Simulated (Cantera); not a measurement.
Input: 1 mol Si3N4, 6.8 mol HCl, 1.1 mol H2, equilibrated at 427 °C and 97000 Pa.

Equilibrium computed with Cantera from the NASA thermochemical tables; the gas is ideal and each condensed phase is pure. Candidate condensed phases: NH4Cl, Si, Si3N4; 28 gas species. Rates play no part.

Base state: H2 0.470, HCl 0.258, SiCl4 0.162, N2 0.108, NH3 0.000963, SiHCl3 6.05e-5 (mole fractions); condensed: Si3N4(s).

Task: What changes in the equilibrium state with this change: temperature from 427 °C to 1725 °C?

Result: 
```tsv
species	before	after
H2	0.470	0.380
SiCl2	<1e-9	0.234
HCl	0.258	0.194
SiCl4	0.162	0.00139
SiCl3	6.17e-9	0.0168
N2	0.108	0.170
H	<1e-9	0.00101
SiCl	<1e-9	0.000402
Cl	<1e-9	0.000383
SiH2Cl2	1.48e-9	0.000156
Si	<1e-9	4.32e-5
Si3N4(s), mol	0.594	0.203
```
The tables' values for SiCl3, SiCl are old estimates; treat these amounts as uncertain. Gases not in the tables: Si2H6 and higher silanes.

Task: What changes in the equilibrium state with this change: pressure from 97000 Pa to 2.10 Pa?

Result: 
```json
[
 {"species": "HCl", "before": "0.258", "after": "0.464"},
 {"species": "H2", "before": "0.470", "after": "0.358"},
 {"species": "SiCl4", "before": "0.162", "after": "0.107"},
 {"species": "N2", "before": "0.108", "after": "0.0713"},
 {"species": "NH3", "before": "0.000963", "after": "1.13e-8"},
 {"species": "SiHCl3", "before": "6.05e-5", "after": "1.69e-5"},
 {"species": "Si3N4(s), mol", "before": "0.594", "after": "0.728"}
]
```
